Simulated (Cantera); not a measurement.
Catalytic stagnation flow on Pt

A jet of 1.55 % CH₄, 11.0 % O₂, 87.5 % N₂, equivalence ratio 0.28 at 300 K and 0.138 atm hits a platinum plate 3.1 cm away at a mass flux of 0.023 kg/m²/s; the plate temperature is set and raised in steps from an oxygen-covered start.

Detailed kinetics in Cantera: Deutschmann's 1995 Pt surface mechanism with GRI-Mech 3.0 gas chemistry. Catalytic surfaces can have several steady states; this one follows from the mechanism file's or the stated starting coverage.

```json
[
 {"plate T (K)": "850", "wall x CH₄": "0.0115", "wall x O₂": "0.101", "wall x H₂O": "0.00741", "wall x OH": "<1e-8", "wall x CO": "2.97e-6", "wall x CO₂": "0.00482", "θ free Pt": "0.126", "θ O*": "0.873", "θ OH*": "0.000890"},
 {"plate T (K)": "900", "wall x CH₄": "0.00862", "wall x O₂": "0.0950", "wall x H₂O": "0.0128", "wall x OH": "2.02e-8", "wall x CO": "3.15e-6", "wall x CO₂": "0.00837", "θ free Pt": "0.185", "θ O*": "0.814", "θ OH*": "0.00109"},
 {"plate T (K)": "950", "wall x CH₄": "0.00611", "wall x O₂": "0.0897", "wall x H₂O": "0.0175", "wall x OH": "6.23e-8", "wall x CO": "3.08e-6", "wall x CO₂": "0.0114", "θ free Pt": "0.250", "θ O*": "0.749", "θ OH*": "0.00116"},
 {"plate T (K)": "1000", "wall x CH₄": "0.00433", "wall x O₂": "0.0860", "wall x H₂O": "0.0207", "wall x OH": "1.67e-7", "wall x CO": "2.94e-6", "wall x CO₂": "0.0136", "θ free Pt": "0.317", "θ O*": "0.682", "θ OH*": "0.00113"},
 {"plate T (K)": "1050", "wall x CH₄": "0.00317", "wall x O₂": "0.0835", "wall x H₂O": "0.0228", "wall x OH": "4.00e-7", "wall x CO": "2.84e-6", "wall x CO₂": "0.0149", "θ free Pt": "0.385", "θ O*": "0.614", "θ OH*": "0.00105"}
]
```
x: mole fraction at the wall; θ: surface coverage.
